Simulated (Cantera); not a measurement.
Standard-state values (1 bar) from the NASA 1993 polynomials, evaluated with Cantera. Values are per mole of reaction as written; species without (g) are pure solids or liquids, kept so even where they would boil at 1 bar. ZrN: taken at fixed stoichiometry.

2 Zr + 2 NH3(g) = 2 ZrN + 3 H2(g)

```json
[
 {"T (K)": "300", "ΔH° (kJ)": "?", "ΔS° (J/K)": "?", "ΔG° (kJ)": "?", "log10 K": "?", "condensed phases": "Zr(α), ZrN(s)"},
 {"T (K)": "1798", "ΔH° (kJ)": "-605.2", "ΔS° (J/K)": "59.2", "ΔG° (kJ)": "-711.7", "log10 K": "20.68", "condensed phases": "Zr(β), ZrN(s)"},
 {"T (K)": "1848", "ΔH° (kJ)": "-604.6", "ΔS° (J/K)": "59.6", "ΔG° (kJ)": "-714.7", "log10 K": "20.20", "condensed phases": "Zr(β), ZrN(s)"},
 {"T (K)": "1898", "ΔH° (kJ)": "?", "ΔS° (J/K)": "?", "ΔG° (kJ)": "?", "log10 K": "?", "condensed phases": "Zr(β), ZrN(s)"},
 {"T (K)": "1948", "ΔH° (kJ)": "-603.3", "ΔS° (J/K)": "60.2", "ΔG° (kJ)": "-720.7", "log10 K": "19.32", "condensed phases": "Zr(β), ZrN(s)"},
 {"T (K)": "1998", "ΔH° (kJ)": "-602.8", "ΔS° (J/K)": "60.5", "ΔG° (kJ)": "-723.7", "log10 K": "18.92", "condensed phases": "Zr(β), ZrN(s)"},
 {"T (K)": "2048", "ΔH° (kJ)": "-602.3", "ΔS° (J/K)": "60.7", "ΔG° (kJ)": "-726.7", "log10 K": "18.53", "condensed phases": "Zr(β), ZrN(s)"},
 {"T (K)": "2098", "ΔH° (kJ)": "?", "ΔS° (J/K)": "?", "ΔG° (kJ)": "?", "log10 K": "?", "condensed phases": "Zr(β), ZrN(s)"},
 {"T (K)": "2148", "ΔH° (kJ)": "-643.6", "ΔS° (J/K)": "41.3", "ΔG° (kJ)": "-732.3", "log10 K": "17.81", "condensed phases": "Zr(l), ZrN(s)"}
]
```

Task: Some entries are withheld; supply them.

Result: 
- 300, ΔH° (kJ): -638.5
- 300, ΔS° (J/K): 6.9
- 300, ΔG° (kJ): -640.6
- 300, log10 K: 111.54
- 1898, ΔH° (kJ): -603.9
- 1898, ΔS° (J/K): 59.9
- 1898, ΔG° (kJ): -717.6
- 1898, log10 K: 19.75
- 2098, ΔH° (kJ): -601.9
- 2098, ΔS° (J/K): 60.9
- 2098, ΔG° (kJ): -729.7
- 2098, log10 K: 18.17
